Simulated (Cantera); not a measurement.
Charge: 1 mol C₃H₆, 0.0075 mol O₂, 0.23 mol N₂, at 100000 Pa.

Equilibrium computed with Cantera from the NASA thermochemical tables; the gas is ideal and each condensed phase is pure. Candidate condensed phases: C, C₆H₆, C₇H₈, C₈H₁₈, H₂O; 136 gas species. The numbers say what is thermodynamically allowed, not how fast it happens.

x: gas mole fraction; n: condensed amount in mol.

```tsv
T (K)	x H₂	x H	x N₂	x C₂H₂ (acetylene)	x HCN	x HNC	x CO	n C(graphite)
1873	0.922	0.000620	0.0697	0.000288	0.00219	[?]	0.00462	2.97
1973	0.920	0.00129	0.0691	0.000590	0.00334	[?]	0.00462	2.97
2073	0.918	0.00252	0.0682	0.00113	0.00487	[?]	0.00462	2.96
2173	0.914	0.00461	0.0671	0.00202	0.00683	[?]	0.00461	2.95
2273	0.908	0.00801	0.0656	0.00342	0.00925	[?]	0.00460	2.93
2373	0.899	0.0132	0.0637	0.00553	0.0121	[?]	0.00459	2.90
2473	0.887	0.0210	0.0615	0.00855	0.0155	[?]	0.00457	2.87
2573	0.870	0.0320	0.0589	0.0127	0.0191	[?]	0.00455	2.83
2673	0.847	0.0472	0.0560	0.0181	0.0231	[?]	0.00451	2.77
2773	0.818	0.0672	0.0527	0.0249	0.0272	[?]	0.00447	2.70
2873	0.782	0.0929	0.0491	0.0331	0.0312	[?]	0.00441	2.62
```

Task: Some entries are withheld; supply them.

Result: 
- 1873, x HNC: 9.73e-5
- 1973, x HNC: 0.000181
- 2073, x HNC: 0.000314
- 2173, x HNC: 0.000518
- 2273, x HNC: 0.000812
- 2373, x HNC: 0.00122
- 2473, x HNC: 0.00175
- 2573, x HNC: 0.00243
- 2673, x HNC: 0.00326
- 2773, x HNC: 0.00422
- 2873, x HNC: 0.00530
